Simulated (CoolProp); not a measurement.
Vapour-liquid equilibrium of methanol (1) + ethanol (2) at 396.2 K; x and y are mole fractions of (1).

The numbers come from the multi-fluid Helmholtz-energy mixture model, de Reuck 1993 and Schroeder 2014; pair parameters Bell 2016 in CoolProp.

| x | bubble pressure (MPa) | y at the bubble point | dew pressure at overall composition x (MPa) | liquid density (mol/L) |
|---|---|---|---|---|
| 0.05 | 0.4799 | 0.070 | 0.4765 | 15.15 |
| 0.15 | [?] | 0.200 | [?] | 15.65 |
| 0.25 | 0.5235 | 0.318 | 0.5110 | 16.17 |
| 0.35 | 0.5447 | [?] | 0.5295 | 16.73 |
| 0.45 | [?] | 0.532 | 0.5490 | 17.33 |
| 0.55 | 0.5877 | 0.630 | 0.5698 | 17.96 |
| 0.65 | 0.6103 | 0.723 | 0.5925 | 18.63 |
| 0.75 | 0.6338 | 0.810 | 0.6174 | 19.34 |
| 0.85 | 0.6585 | 0.891 | 0.6457 | 20.10 |
| 0.95 | [?] | 0.965 | 0.6786 | 20.91 |

Problem. Complete the blanks.

Solution. 
- 0.15, bubble pressure (MPa): 0.5021
- 0.15, dew pressure at overall composition x (MPa): 0.4934
- 0.35, y at the bubble point: 0.428
- 0.45, bubble pressure (MPa): 0.5660
- 0.95, bubble pressure (MPa): 0.6843

No azeotrope shows between x = 0.05 and 0.95.

Pair parameters are fitted to limited data, so mixtures are less certain than the pure fluids.
